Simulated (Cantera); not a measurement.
A closed system holds: 1 mol SiHCl3, a varied amount of NH3, 9.4 mol N2, equilibrated at 1200 K and 0.0720 Torr.

Method: chemical equilibrium by Gibbs-energy minimisation in Cantera with the NASA 1993 tables (ideal gas, pure condensed phases). Candidate condensed phases: NH4Cl, Si, Si3N4; 28 gas species. The tables' values for SiCl3 are old estimates; treat these amounts as uncertain. Kinetics and transport are ignored.

### Question
At 0.52 mol NH3, list the 4 most abundant gas species with their mole fractions, and the condensed phases.

### Answer
N2 0.779, HCl 0.167, H2 0.0244, SiCl2 0.0142. Condensed: Si3N4(s).
